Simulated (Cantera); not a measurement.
**Diamond growth**

A diamond (100) surface in a fixed gas of H2 with x(CH4) = 0.014, x(H) = 0.0028, x(CH3) = 4.4e-05, at 1200 K; coverages are run to steady state.

Cantera simulation using the Harris–Goodwin 1993 mechanism for the reconstructed diamond (100) surface; the numbers are that mechanism's predictions, not measurements.

```tsv
P (Pa)	growth (µm/h)	θ c6HH	θ c6H*	θ c6*H	θ c6**	θ c6HM
1000	0.0472	0.447	0.0381	0.487	0.0277	0.000157
1700	0.0998	0.447	0.0381	0.487	0.0277	0.000261
2800	0.211	0.447	0.0381	0.487	0.0277	0.000412
4500	0.443	0.446	0.0380	0.487	0.0277	0.000623
7300	0.955	0.446	0.0380	0.486	0.0276	0.000918
12000	2.08	0.446	0.0380	0.486	0.0276	0.00131
19000	4.17	0.446	0.0381	0.486	0.0276	0.00173
31000	8.41	0.445	0.0381	0.485	0.0276	0.00220
```
θ: site fractions in the mechanism's names (c6HH fully hydrogenated, c6H* and c6*H radical sites, c6** diradical, c6HM methylated).
